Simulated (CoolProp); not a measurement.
Vapour-liquid equilibrium of cyclohexane (1) + p-xylene (2) at 343.1 K; x and y are mole fractions of (1).

Values from CoolProp's multi-fluid Helmholtz-energy mixture model, Zhou 2014 and Zhou 2012; pair parameters Bell 2016.

**Question.** Give the bubble pressure and the first vapour's composition at x = 0.2, 0.65, 0.725. Is there an azeotrope?

**Answer.** x = 0.2: 0.02661 MPa, y = 0.677; x = 0.65: 0.05351 MPa, y = 0.917; x = 0.725: 0.05746 MPa, y = 0.937. No azeotrope shows between x = 0.05 and 0.95.

The pair parameters rest on a limited set of measurements; away from them the model extrapolates.
